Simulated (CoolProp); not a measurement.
Model: reference Helmholtz-energy equation of state, Thol 2015, in CoolProp.

### Question
For 1,2-dichloroethane, give the phase and the speed of sound (m/s) at 500 K and 41.8 kPa; 500 K and 1630 kPa.

### Answer
- 500 K and 41.8 kPa: gas; speed of sound 213
- 500 K and 1630 kPa: gas; speed of sound 180
